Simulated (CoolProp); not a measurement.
CH3F (R41) along the isotherm 301.9 K: fugacity coefficient from the reference equation and from simpler models built on Tc = 317.3 K, pc = 5.906 MPa, ω = 0.200; each cubic takes its own stable root.

Computed with CoolProp (reference Helmholtz-energy equation of state, Lemmon 2006). It is a short technical equation, of lower accuracy than the large ones.

```csv
p (MPa),phase,reference,van der Waals,Redlich-Kwong,Peng-Robinson
2.95,gas,0.7775,0.8334,0.8083,0.7894
5.91,liquid,0.5051,0.6172,0.5607,0.5256
8.86,liquid,0.3602,0.4628,0.4097,0.3796
11.8,liquid,0.2883,0.3873,0.3349,0.3071
14.8,liquid,0.2448,0.3433,0.2900,0.2633
17.7,liquid,0.2173,0.3170,0.2619,0.2357
20.7,liquid,0.1974,0.2995,0.2420,0.2159
23.6,liquid,0.1833,0.2888,0.2283,0.2020
26.6,liquid,0.1725,0.2821,0.2181,0.1914
29.5,liquid,0.1644,0.2788,0.2110,0.1838
```
